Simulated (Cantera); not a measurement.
A Cantera script and its output.

```python
import numpy as np
import cantera as ct

gas = ct.Solution("SiF4_NH3_mec.yaml", "gas")
gas.TPX = 1850, 101325, {'NH3': 1, 'N2': 1.4}
reactor = ct.IdealGasConstPressureReactor(gas, energy="off", clone=False)
net = ct.ReactorNet([reactor])
net.rtol, net.atol = 1e-08, 1e-18
show = ['NH3', 'H2', 'N2H4', 'H', 'NH2']
times = np.geomspace(0.0007, 40, 13)

steps = ct.SolutionArray(gas, extra=["t"])
rows = []
print(f"{'t/s':>10s}{'T/K':>9s}{'P/Pa':>11s}" + "".join(f"{s:>11s}" for s in show))
for t in times:
    while net.time < t:
        t_next = net.step()
        steps.append(gas.state, t=t_next)
    rows.append([np.interp(t, steps.t, y) for y in (steps.T, steps.P, *steps(*show).X.T)])
    print(f"{t:10.3e}{rows[-1][0]:9.1f}{rows[-1][1]:11.4g}" + "".join(f"{x:11.3e}" for x in rows[-1][2:]))
rate = np.gradient(steps.T, steps.t)
print("integrator steps:", len(steps.t))
if steps.T.max() > steps.T[0] + 200:
    print(f"time of steepest temperature rise: {steps.t[rate.argmax()]:.4e} s")
gas.TPX = 1850, 101325, {'NH3': 1, 'N2': 1.4}
gas.equilibrate("TP")
print(f"equilibrium (TP): T = {gas.T:.1f} K  " + "  ".join(f"{s} {gas[s].X[0]:.3e}" for s in show))
```

It prints:

```
       t/s      T/K       P/Pa        NH3         H2       N2H4          H        NH2
 7.000e-04   1850.0  1.013e+05  4.151e-01  1.295e-03  2.772e-07  7.210e-07  3.970e-04
 1.744e-03   1850.0  1.013e+05  4.127e-01  3.863e-03  2.704e-07  1.607e-06  3.921e-04
 4.344e-03   1850.0  1.013e+05  4.068e-01  1.017e-02  2.500e-07  3.699e-06  3.770e-04
 1.082e-02   1850.0  1.013e+05  3.925e-01  2.530e-02  2.175e-07  8.520e-06  3.516e-04
 2.696e-02   1850.0  1.013e+05  3.599e-01  5.980e-02  1.754e-07  1.938e-05  3.158e-04
 6.717e-02   1850.0  1.013e+05  2.938e-01  1.298e-01  1.238e-07  4.298e-05  2.653e-04
 1.673e-01   1850.0  1.013e+05  1.884e-01  2.415e-01  6.419e-08  8.958e-05  1.910e-04
 4.169e-01   1850.0  1.013e+05  7.870e-02  3.576e-01  1.792e-08  1.676e-04  1.010e-04
 1.038e+00   1850.0  1.013e+05  1.931e-02  4.205e-01  1.994e-09  2.679e-04  3.369e-05
 2.587e+00   1850.0  1.013e+05  4.078e-03  4.366e-01  1.295e-10  3.357e-04  8.588e-06
 6.445e+00   1850.0  1.013e+05  1.143e-03  4.397e-01  1.115e-11  3.539e-04  2.520e-06
 1.606e+01   1850.0  1.013e+05  3.956e-04  4.405e-01  1.354e-12  3.570e-04  8.783e-07
 4.000e+01   1850.0  1.013e+05  1.499e-04  4.408e-01  1.947e-13  3.576e-04  3.330e-07
integrator steps: 1687
equilibrium (TP): T = 1850.0 K  NH3 5.809e-06  H2 4.409e-01  N2H4 2.936e-16  H 3.577e-04  NH2 1.291e-08
```

Detailed kinetics in Cantera: the gas-phase N/H chemistry of the illustrative SiF4/NH3 mechanism in the Surface Chemkin manual (1991). Walls and surfaces, which speed up NH3 decomposition in real reactors, are not modelled.
